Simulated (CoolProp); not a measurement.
Hexamethyldisiloxane (MM) along the isobar 84.2 bar: Z from the reference equation and from simpler models built on Tc = 518.7 K, pc = 19.31 bar, ω = 0.418; each cubic takes its own stable root.

The numbers come from the reference Helmholtz-energy equation of state, Thol 2016 in CoolProp.

| T (K) | phase | reference |
|---|---|---|
| 264.5 | liquid | 0.7730 |
| 288.6 | liquid | 0.7294 |
| 312.8 | liquid | 0.6938 |
| 337 | liquid | 0.6648 |
| 361.2 | liquid | 0.6413 |
| 385.4 | liquid | 0.6227 |
| 409.6 | liquid | 0.6085 |
| 433.8 | liquid | 0.5984 |
| 458 | liquid | 0.5924 |
| 482.2 | liquid | 0.5905 |
| 506.4 | liquid | 0.5931 |
| 530.5 | supercritical | 0.6005 |
| 554.7 | supercritical | 0.6135 |

Question: How far does each simpler model (van der Waals, Redlich-Kwong, Soave-Redlich-Kwong, Peng-Robinson) lie from the reference over these 13 states: mean and median of the absolute difference, and the worst?

Answer: 
- van der Waals: mean 47.8 %, median 49.4 %, worst +61.7 % at 264.5 K and 84.2 bar
- Redlich-Kwong: mean 8.5 %, median 8.7 %, worst +11.5 % at 264.5 K and 84.2 bar
- Soave-Redlich-Kwong: mean 6.0 %, median 5.8 %, worst +8.3 % at 264.5 K and 84.2 bar
- Peng-Robinson: mean 5.4 %, median 5.9 %, worst -6.9 % at 409.6 K and 84.2 bar
